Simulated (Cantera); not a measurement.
# Stirred combustor or abatement burner

A perfectly stirred reactor is fed with 43.1 % H2, 12.0 % O2, 44.9 % N2, equivalence ratio 1.8, at 383 Torr; it is adiabatic with a 325 K inlet, and is followed from long to short residence time, starting on the burning branch (τ in s: 0.11, 0.051, 0.024, 0.011, 0.005, 0.0023, 0.0011, 0.00049, 0.00022, 0.0001, 4.8e-05, 2.2e-05, 1e-05).

Cantera simulation using GRI-Mech 3.0 (53 species, 325 reactions); the numbers are that mechanism's predictions, not measurements.

```
τ (s)    T (K)   x H2      x O2    x HO2     x NO   x H2O2
-------  -----  -----  --------  -------  -------  -------
0.11      2117  0.214   3.62e-5  1.50e-8  2.31e-5  5.37e-9
0.051     2097  0.212   6.24e-5  2.76e-8  2.11e-5  9.31e-9
0.024     2069  0.210  0.000108  4.90e-8  1.93e-5  1.60e-8
0.011     2028  0.207  0.000193  8.66e-8  1.77e-5  2.78e-8
0.0050    1971  0.203  0.000346  1.51e-7  1.65e-5  4.89e-8
0.0023    1897  0.197  0.000612  2.59e-7  1.55e-5  8.67e-8
0.0011    1808  0.191   0.00104  4.42e-7  1.40e-5  1.51e-7
0.00049   1692  0.183   0.00186  8.36e-7  1.14e-5  2.75e-7
0.00022   1560  0.177   0.00351  1.76e-6  7.99e-6  4.51e-7
0.00010   1416  0.177   0.00766  4.48e-6  4.87e-6  5.99e-7
4.8e-5    1254  0.207    0.0217  1.49e-5  2.26e-6  7.23e-7
2.2e-5     325  0.431     0.120   <1e-12   <1e-12   <1e-12
1.0e-5     325  0.431     0.120   <1e-12   <1e-12   <1e-12
```
x: mole fraction; the columns are a selection and need not sum to one.
